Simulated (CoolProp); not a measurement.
Ethanol at several states: density (kg/m³) from the reference equation and from simpler models built on Tc = 241.6 °C, pc = 6.268 MPa, ω = 0.644; each cubic takes its own stable root.

Computed with CoolProp (reference Helmholtz-energy equation of state, Schroeder 2014).

```csv
T (°C),p (MPa),phase,reference,van der Waals,Peng-Robinson
163.15,1.15,gas,(withheld),16.00,(withheld)
-65.85,3.03,liquid,864.6,467.1,(withheld)
237.15,2.19,gas,27.05,(withheld),(withheld)
193.85,0.0222,gas,0.2638,0.2637,0.2639
```

**Question.** Fill in the missing entries.

**Answer.** 
- 163.15, reference: 17.02
- 163.15, Peng-Robinson: 16.94
- -65.85, Peng-Robinson: 807.9
- 237.15, van der Waals: 26.94
- 237.15, Peng-Robinson: 27.91
